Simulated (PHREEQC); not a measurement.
Solution (62 °C): 0.0014 mol HCl, 0.014 mol LiCl and 0.14 mol MnSO4 per kg of water. Closed to the air; pH follows from the charge balance.

Computed with PHREEQC (ion-association model, phreeqc.dat).

```
Property                     Result
--------------------  -------------
pH                             3.65
ionic strength        0.256 mol/kgw
specific conductance    20500 µS/cm
density                 1.002 g/cm³
total alkalinity       -1.40 meq/kg
```

| species | molality | activity | log γ |
|---|---|---|---|
| MnSO4 | 0.0784 | 0.0831 | 0.026 |
| Mn+2 | 0.0607 | 0.0171 | -0.550 |
| SO4-2 | 0.0596 | 0.0146 | -0.611 |
| Cl- | 0.0144 | 0.00981 | -0.167 |
| Li+ | 0.0131 | 0.00957 | -0.138 |
| HSO4- | 0.00111 | 0.000799 | -0.142 |
| MnCl+ | 0.000965 | 0.000683 | -0.150 |
| LiSO4- | 0.000862 | 0.000610 | -0.150 |
| H+ | 0.000292 | 0.000227 | -0.110 |
| MnCl2 | 2.76e-6 | 2.92e-6 | 0.026 |
| MnOH+ | 3.99e-8 | 2.83e-8 | -0.150 |
| MnCl3- | 1.12e-8 | 7.91e-9 | -0.150 |

Precipitation was switched off in this run. Species that the database lacks are ignored. Away from 25 °C the constants follow the database's enthalpies or fits; those with neither stay at their 25 °C values.
